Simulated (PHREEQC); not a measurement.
**Buffer**

Solution (11 °C): 0.0017 mol/kgw NaHCO3 and 0.00024 mol/kgw Na2SO4. Closed to the air; pH follows from the charge balance.

Model: ion-association model, phreeqc.dat, run in PHREEQC.

No solid was allowed to form.

Task: What pH, ionic strength, specific conductance does the model give?

Result: pH 8.40; ionic strength 0.00243 mol/kgw; specific conductance 149 µS/cm.

Task: In which forms is C present?

Result: HCO3- 98 %, CO2 1.0 %, CO3-2 1.0 % of the C.

At this temperature some constants are extrapolated from 25 °C, and those without enthalpy data are left unchanged.
